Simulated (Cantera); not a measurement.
Feed: 1 mol (CH3)2SiCl2, 0.023 mol CH4, 24 mol H2, held at 10000 Pa.

Equilibrium computed with Cantera from the NASA thermochemical tables; the gas is ideal and each condensed phase is pure. Candidate condensed phases: C, C6H6, C7H8, C8H18, Si, SiC; 109 gas species. The feed counts by its element totals alone. The numbers say what is thermodynamically allowed, not how fast it happens.

Over these rows the condensed part is C(graphite) + SiC(s). Partial pressures as log10 of bar:

```
T (K)  1000/T (1/K)  log p SiHCl3  log p H2  log p HCl
-----  ------------  ------------  --------  ---------
1125         0.8889         -5.14     -1.03      -2.16
1225         0.8163         -5.65     -1.03      -2.15
1325         0.7547             ?     -1.03      -2.15
1425         0.7018         -6.48     -1.03      -2.15
1525         0.6557         -6.81     -1.03      -2.15
1625         0.6154         -7.11     -1.03      -2.15
```

Task: Fit log p(SiHCl3) = a + b·(1000/T) to the five rows, give the apparent enthalpy, and predict the row at 1325 K.

Result: Means: 1000/T = 0.7356, log p = -6.238. Sxy = 0.374472, Sxx = 0.0519879, so b = 7.20 and a = -6.238 − (7.20)×0.7356 = -11.53.
Apparent enthalpy: −19.145 × (7.20) = -138 kJ/mol. With the condensed phases at unit activity, SiC(s) + 3 HCl(g) = SiHCl3(g) + C(graphite) + H2(g) links this pressure to the main gases: over the six rows their terms move log p by +0.03 in all, so the slope is close to that reaction's ΔH°. The five rows lie within 0.01 of the line.
Prediction at 1325 K: -11.53 + (7.20)×0.7547 = -6.10. The computed value is -6.10, 0.00 from the line.
